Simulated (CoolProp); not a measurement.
Computed with CoolProp (reference Helmholtz-energy equation of state, Lemmon 2006). It is a short technical equation, of lower accuracy than the large ones.

**Question.** For C2F6 (R116), give the phase and the cp (kJ/(kg K)), cv (kJ/(kg K)), speed of sound (m/s), isothermal compressibility (1/MPa) at 10.35 °C and 3.81 bar; 10.35 °C and 5.71 bar; 10.35 °C and 7.62 bar.

**Answer.** 
- 10.35 °C and 3.81 bar: gas; cp 0.771, cv 0.695, speed of sound 131, isothermal compressibility 2.76
- 10.35 °C and 5.71 bar: gas; cp 0.785, cv 0.699, speed of sound 128, isothermal compressibility 1.90
- 10.35 °C and 7.62 bar: gas; cp 0.802, cv 0.703, speed of sound 125, isothermal compressibility 1.47
